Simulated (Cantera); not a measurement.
Input (Python, Cantera) and output of one run.

```python
import numpy as np
import cantera as ct

gas_names = """
    Hg N NO NO2 NO3 N2 N2O O O2 O3
""".split()
cond_names = """
    Hg(cr) Hg(L) HgO(s)
""".split()


# ... load() reads the species with a 1 bar reference pressure and builds the phases ...
atoms = {
    'Hg': {'Hg': 1},
    'O2': {'O': 2},
    'N2': {'N': 2},
}
top_T = {}  # K; cautious upper limits of use, not melting points


# ... equilibrate(T, P, feed) seeds the gas with the atoms and calls Mixture.equilibrate('TP', solver="vcs", rtol=1e-11, max_steps=5000) ...
results = []
feed = {'Hg': 1, 'O2': 0.037, 'N2': 0.56}  # mol
P = 17000  # Pa
for T in [548, 648, 748, 848, 948, 1048, 1148, 1248, 1348, 1448, 1548, 1648]:
    mix = equilibrate(T, P, feed)
    results.append((T, P, feed, dict(zip(mix.species_names, mix.species_moles))))

top = {s: max(r[3][s] / sum(r[3][g] for g in gas_names) for r in results) for s in gas_names}
cols = sorted((s for s in top if top[s] > 0.001), key=lambda s: -top[s])[:5]
seen = [c for c in cond_names if any(r[3].get(c, 0) > 1e-12 for r in results)]
print("log10 of partial pressures in bar; condensed amounts in mol")
print(f"{'T/K':>10s}" + "".join(f"{s[:9]:>10s}" for s in cols + seen))
for T, P, feed, n in results:
    ng = sum(n[g] for g in gas_names)
    print(f"{T:10.4g}" + "".join(f"{np.log10(max(n[s] / ng * P / 1e5, 1e-99)):10.3f}" for s in cols)
          + "".join(f"{n.get(c, 0):10.4g}" for c in seen))
```

It prints:

```
log10 of partial pressures in bar; condensed amounts in mol
       T/K        Hg        N2        O2    HgO(s)
       548    -0.975    -1.193    -5.587   0.07395
       648    -0.973    -1.225    -2.405         0
       748    -0.973    -1.225    -2.405         0
       848    -0.973    -1.225    -2.405         0
       948    -0.973    -1.225    -2.405         0
      1048    -0.973    -1.225    -2.405         0
      1148    -0.973    -1.225    -2.405         0
      1248    -0.973    -1.225    -2.405         0
      1348    -0.973    -1.225    -2.406         0
      1448    -0.973    -1.225    -2.407         0
      1548    -0.973    -1.225    -2.408         0
      1648    -0.973    -1.225    -2.410         0
```

These are equilibrium values from Cantera (NASA tables, ideal gas, pure condensed phases), not measurements of a reactor.
